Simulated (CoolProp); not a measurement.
Properties of ethane along the isobar 66.3 bar.

Computed with CoolProp (reference Helmholtz-energy equation of state, Bücker 2006).

| T (°C) | phase | density (kg/m³) | cp (kJ/(kg K)) | expansivity (1/kK) | conductivity (mW/(m K)) | Prandtl number |
|---|---|---|---|---|---|---|
| -127.25 | liquid | 593.9 | 2.307 | 1.855 | 209 | 3.33 |
| -108.25 | liquid | 572.7 | 2.347 | 1.979 | 191 | 2.78 |
| -89.25 | liquid | 550.7 | 2.401 | 2.143 | 173 | ? |
| -70.25 | liquid | 527.7 | ? | 2.364 | 156 | 2.26 |
| -51.25 | liquid | 503.1 | 2.573 | 2.673 | ? | 2.13 |
| -32.25 | liquid | 476.3 | 2.710 | 3.126 | 124 | 2.07 |
| -13.25 | liquid | 446.0 | 2.913 | 3.856 | 109 | ? |
| 5.75 | liquid | 409.8 | 3.249 | 5.226 | 94.7 | 2.12 |
| 24.75 | liquid | 361.0 | 4.001 | 8.808 | 80.2 | 2.35 |
| 43.75 | supercritical | 262.3 | 8.644 | 36.51 | 64.8 | 3.86 |
| 62.75 | supercritical | 131.4 | 4.774 | 19.17 | 43.6 | 1.79 |

Problem. Fill in the missing entries.

Solution. 
- -89.25, Prandtl number: 2.46
- -70.25, cp (kJ/(kg K)): 2.473
- -51.25, conductivity (mW/(m K)): 140
- -13.25, Prandtl number: 2.06

The peak of cp marks the crossing from liquid-like to gas-like fluid above the critical point.

Viscosity comes from a separate model (Friend 1991). Thermal conductivity comes from a separate model (Friend 1991).
